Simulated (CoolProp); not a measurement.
Vapour-liquid equilibrium of cis-2-butene (1) + acetone (2) at 30.8 kPa; x and y are mole fractions of (1).

The numbers come from the multi-fluid Helmholtz-energy mixture model, Lemmon 2005 and Lemmon 2006; pair parameters Bell 2016 in CoolProp.

Give the bubble temperature and the first vapour's composition at x = 0.575, 0.875, 0.95. Is there an azeotrope?

x = 0.575: 252.5 K, y = 0.936; x = 0.875: 250.6 K, y = 0.962; x = 0.95: 249.8 K, y = 0.981. No azeotrope shows between x = 0.05 and 0.95.

Pair parameters are fitted to limited data, so mixtures are less certain than the pure fluids. With so large a gap from Raoult's law the liquid may split in two, which this calculation doesn't test in full.
